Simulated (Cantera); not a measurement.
Feed: 1 mol Pb, 0.87 mol H2, at 88.0 Pa.

Method: chemical equilibrium by Gibbs-energy minimisation in Cantera with the NASA 1993 tables (ideal gas, pure condensed phases). Candidate condensed phases: Pb; 4 gas species. Equilibrium is a limit: real reactors are often held back by kinetics, nucleation or transport.

What share of the Pb ends up in condensed phases as a function of T (K), at 725, 775, 825, 875, 925, 975, 1025, 1075, 1125, 1175, 1225, 1275, 1325, 1375?


```csv
T (K),Pb condensed (%),as
725,100.0,Pb(l)
775,100.0,Pb(l)
825,100.0,Pb(l)
875,99.9,Pb(l)
925,99.7,Pb(l)
975,99.1,Pb(l)
1025,97.2,Pb(l)
1075,91.8,Pb(l)
1125,76.2,Pb(l)
1175,14.8,Pb(l)
1225,0.0,-
1275,0.0,-
1325,0.0,-
1375,0.0,-
```
